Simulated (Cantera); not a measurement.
Input (Python, Cantera):

```python
import numpy as np
import cantera as ct

gas = ct.Solution("gri30.yaml", transport_model="multicomponent")
show = ['CH3', 'H', 'NO']

rows = []
print(f"{'T/K':>7s}{'rho':>11s}{'cp':>10s}{'mu':>11s}{'lambda':>11s}{'Pr':>7s}" + "".join(f"{'D_' + s:>11s}" for s in show))
for T in [400, 500, 600, 700, 800, 900]:
    gas.TPX = T, 70, {'H2': 0.27, 'N2': 0.66}
    Pr = gas.cp_mass * gas.viscosity / gas.thermal_conductivity
    D = [gas.mix_diff_coeffs_mole[gas.species_index(s)] for s in show]
    rows.append([gas.density, gas.cp_mass, gas.viscosity, gas.thermal_conductivity, Pr, *D])
    print(f"{T:7g}{gas.density:11.4e}{gas.cp_mass:10.1f}{gas.viscosity:11.4e}"
          f"{gas.thermal_conductivity:11.4e}{Pr:7.3f}" + "".join(f"{d:11.4e}" for d in D))
print("SI units: kg/m3, J/kg/K, Pa s, W/m/K, m2/s")
```

Result:

```
    T/K        rho        cp         mu     lambda     Pr      D_CH3        D_H       D_NO
    400 4.3077e-04    1432.0 2.1999e-05 6.3273e-02  0.498 6.7727e-02 3.3581e-01 6.2277e-02
    500 3.4461e-04    1443.2 2.5701e-05 7.4299e-02  0.499 9.9656e-02 4.9379e-01 9.1228e-02
    600 2.8718e-04    1458.3 2.9090e-05 8.4654e-02  0.501 1.3610e-01 6.7408e-01 1.2424e-01
    700 2.4615e-04    1480.3 3.2248e-05 9.4946e-02  0.503 1.7675e-01 8.7519e-01 1.6105e-01
    800 2.1538e-04    1508.7 3.5227e-05 1.0547e-01  0.504 2.2138e-01 1.0960e+00 2.0145e-01
    900 1.9145e-04    1539.3 3.8061e-05 1.1609e-01  0.505 2.6980e-01 1.3355e+00 2.4527e-01
SI units: kg/m3, J/kg/K, Pa s, W/m/K, m2/s
```

Cantera simulation using GRI-Mech 3.0 (53 species, 325 reactions); the numbers are that mechanism's predictions, not measurements.
